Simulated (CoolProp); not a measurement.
Vapour-liquid equilibrium of propane (1) + cyclopropane (2) at 7.75 °C; x and y are mole fractions of (1).

Computed with CoolProp (multi-fluid Helmholtz-energy mixture model, Lemmon 2009 and Polt 1992; pair parameters Bell 2016). This equation is an older, rougher fit; its heat capacities, sound speeds and derivatives of the liquid may be far off and weren't checked against measurements.

```json
[
 {"x": "0.05", "bubble pressure (MPa)": "0.4560", "y at the bubble point": "(withheld)", "dew pressure at overall composition x (MPa)": "0.4505", "liquid density (mol/L)": "15.10"},
 {"x": "0.2", "bubble pressure (MPa)": "0.4964", "y at the bubble point": "0.274", "dew pressure at overall composition x (MPa)": "(withheld)", "liquid density (mol/L)": "14.45"},
 {"x": "0.35", "bubble pressure (MPa)": "(withheld)", "y at the bubble point": "0.433", "dew pressure at overall composition x (MPa)": "0.5123", "liquid density (mol/L)": "13.85"},
 {"x": "0.5", "bubble pressure (MPa)": "0.5561", "y at the bubble point": "(withheld)", "dew pressure at overall composition x (MPa)": "0.5430", "liquid density (mol/L)": "13.29"},
 {"x": "0.65", "bubble pressure (MPa)": "0.5763", "y at the bubble point": "0.694", "dew pressure at overall composition x (MPa)": "0.5697", "liquid density (mol/L)": "12.77"},
 {"x": "0.8", "bubble pressure (MPa)": "0.5901", "y at the bubble point": "0.818", "dew pressure at overall composition x (MPa)": "0.5886", "liquid density (mol/L)": "12.30"},
 {"x": "0.95", "bubble pressure (MPa)": "0.5967", "y at the bubble point": "0.951", "dew pressure at overall composition x (MPa)": "0.5967", "liquid density (mol/L)": "11.88"}
]
```

**Question.** Complete the blanks.

**Answer.** 
- 0.05, y at the bubble point: 0.078
- 0.2, dew pressure at overall composition x (MPa): 0.4808
- 0.35, bubble pressure (MPa): 0.5296
- 0.5, y at the bubble point: 0.569

No azeotrope shows between x = 0.05 and 0.95.

The pair parameters rest on a limited set of measurements; away from them the model extrapolates.
